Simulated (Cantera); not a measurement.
A jet of 4.05 % CH₄, 11.7 % O₂, 84.2 % N₂, equivalence ratio 0.69 at 300 K and 0.0610 bar hits a platinum plate 2.6 cm away at a mass flux of 0.11 kg/m²/s; the plate temperature is set and raised in steps from an oxygen-covered start.

Cantera simulation using Deutschmann's 1995 Pt surface mechanism with GRI-Mech 3.0 gas chemistry; the numbers are that mechanism's predictions, not measurements. Catalytic surfaces can have several steady states; this one follows from the mechanism file's or the stated starting coverage.

One state of this run: wall x CH₄ = 0.0137; wall x O₂ = 0.0602; wall x H₂O = 0.0496; wall x OH = 3.03e-6; wall x CO = 2.65e-5; wall x CO₂ = 0.0328; θ free Pt = 0.602; θ O* = 0.397. x: mole fraction at the wall; θ: surface coverage.

Problem. Which value of plate T (K) does it belong to?
A. 1050
B. 1150
C. 1200
D. 1100

Solution. B, 1150
